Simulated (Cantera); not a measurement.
Input: 1 mol CH3SiCl3, 0.025 mol CH4, 14 mol H2, 0.0089 mol C2H2, at 5500 Pa.

These are equilibrium values from Cantera (NASA tables, ideal gas, pure condensed phases), not measurements of a reactor. Candidate condensed phases: C, C6H6, C7H8, C8H18, Si, SiC; 109 gas species. The feed counts by its element totals alone. The tables' values for SiCl, SiCl3 are old estimates; treat these amounts as uncertain. Equilibrium is a limit: real reactors are often held back by kinetics, nucleation or transport.

Question: At 2025 K, list the 5 most abundant gas species with their mole fractions, and the condensed phases.

Answer: H2 0.821, HCl 0.165, H 0.00744, SiCl2 0.00461, Cl 0.00111. Condensed: C(graphite) + SiC(s).
